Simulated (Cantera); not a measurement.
Input: 1 mol CaO, a varied amount of Cl2, held at 0.133 bar.

Method: chemical equilibrium by Gibbs-energy minimisation in Cantera with the NASA 1993 tables (ideal gas, pure condensed phases). Candidate condensed phases: Ca, CaCl2, CaO; 11 gas species. Condensed phases not in the tables: oxide chlorides. Equilibrium is a limit: real reactors are often held back by kinetics, nucleation or transport.

### Question
What condenses at these points (T in K, n(Cl2) in mol): (1673, 9.8); (1423, 26); (1223, 5.1); (1623, 21); (1323, 24)?

### Answer
| T (K) | n(Cl2) in mol | condensed phases | Ca condensed (%) |
|---|---|---|---|
| 1673 | 9.8 | gas only | 0.0 |
| 1423 | 26 | CaCl2 | 90.0 |
| 1223 | 5.1 | CaCl2 | 100.0 |
| 1623 | 21 | gas only | 0.0 |
| 1323 | 24 | CaCl2 | 98.4 |
